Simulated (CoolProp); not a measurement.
R134a along the isobar 12900 kPa: density (kg/m³) from the reference equation and from simpler models built on Tc = 101.1 °C, pc = 4059 kPa, ω = 0.327; each cubic takes its own stable root.

Model: reference Helmholtz-energy equation of state, Tillner-Roth 1994, in CoolProp.

| T (°C) | phase | reference |
|---|---|---|
| -12.35 | liquid | 1371 |
| 11.95 | liquid | 1303 |
| 36.25 | liquid | 1231 |
| 60.45 | liquid | 1153 |
| 84.75 | liquid | 1065 |
| 109.05 | supercritical | 964.2 |
| 133.35 | supercritical | 847.6 |
| 157.55 | supercritical | 718.9 |
| 181.85 | supercritical | 595.7 |

Problem. How far does each simpler model (van der Waals, Redlich-Kwong, Soave-Redlich-Kwong, Peng-Robinson) lie from the reference over these 9 states: mean and median of the absolute difference, and the worst?

Solution. 
- van der Waals: mean 29.6 %, median 33.7 %, worst -39.6 % at -12.35 °C and 12900 kPa
- Redlich-Kwong: mean 12.2 %, median 14.7 %, worst -14.9 % at 60.45 °C and 12900 kPa
- Soave-Redlich-Kwong: mean 13.5 %, median 13.5 %, worst -15.6 % at 133.35 °C and 12900 kPa
- Peng-Robinson: mean 4.0 %, median 3.2 %, worst -8.5 % at 157.55 °C and 12900 kPa
